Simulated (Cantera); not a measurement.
Charge: 1 mol BCl₃, 3.7 mol NH₃, 2.1 mol N₂, equilibrated at 0.490 bar.

Cantera equilibrium calculation (NASA polynomials, part measured and part estimated; ideal gas, pure solids and liquids). Candidate condensed phases: B, BN, NH₄Cl; 21 gas species. Gases not in the tables: BHCl₂. Kinetics and transport are ignored.

Over these rows the condensed part is BN(s). Partial pressures as log10 of bar:

```
T (K)  1000/T (1/K)  log p BCl₃  log p H₂  log p N₂  log p HCl
-----  ------------  ----------  --------  --------  ---------
1225         0.8163       -5.70     -0.72     -0.79      -0.85
1375         0.7273           ?     -0.72     -0.79      -0.85
1525         0.6557       -4.60     -0.72     -0.79      -0.85
1675         0.5970       -4.20     -0.72     -0.79      -0.85
1825         0.5479       -3.87     -0.72     -0.79      -0.86
1975         0.5063       -3.60     -0.72     -0.79      -0.86
```

Question: Fit log p(BCl₃) = a + b·(1000/T) to the five rows, give the apparent enthalpy, and predict the row at 1375 K.

Answer: Means: 1000/T = 0.6246, log p = -4.394. Sxy = -0.396242, Sxx = 0.0583556, so b = -6.79 and a = -4.394 − (-6.79)×0.6246 = -0.15.
Apparent enthalpy: −19.145 × (-6.79) = 130 kJ/mol. With the condensed phases at unit activity, BN(s) + 3 HCl(g) = BCl₃(g) + 3/2 H₂(g) + 1/2 N₂(g) links this pressure to the main gases: over the six rows their terms move log p by -0.03 in all, so the slope is close to that reaction's ΔH°. The five rows lie within 0.01 of the line.
Prediction at 1375 K: -0.15 + (-6.79)×0.7273 = -5.09. The computed value is -5.09, 0.00 from the line.
